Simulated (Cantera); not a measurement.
A diamond (100) surface in a fixed gas of H2 with x(CH4) = 0.0032, x(H) = 0.00084, x(CH3) = 1.9e-05, at 1100 K; coverages are run to steady state.

Cantera simulation using the Harris–Goodwin 1993 mechanism for the reconstructed diamond (100) surface; the numbers are that mechanism's predictions, not measurements.

θ: site fractions in the mechanism's names (c6HH fully hydrogenated, c6H* and c6*H radical sites, c6** diradical, c6HM methylated).

```tsv
P (Pa)	growth (µm/h)	θ c6HH	θ c6H*	θ c6*H	θ c6**	θ c6HM
580	0.00686	0.524	0.0273	0.433	0.0151	0.000382
910	0.0139	0.524	0.0273	0.432	0.0151	0.000583
1400	0.0282	0.524	0.0273	0.432	0.0151	0.000862
2300	0.0646	0.524	0.0273	0.432	0.0151	0.00132
3600	…	0.523	0.0272	0.432	0.0151	…
5700	0.287	0.523	0.0272	0.431	0.0150	0.00260
9000	0.581	0.522	0.0272	0.431	0.0150	0.00343
14000	…	0.521	0.0272	0.430	0.0150	…
```

Complete the blanks.


- 3600, growth (µm/h): 0.136
- 3600, θ c6HM: 0.00188
- 14000, growth (µm/h): 1.11
- 14000, θ c6HM: 0.00426
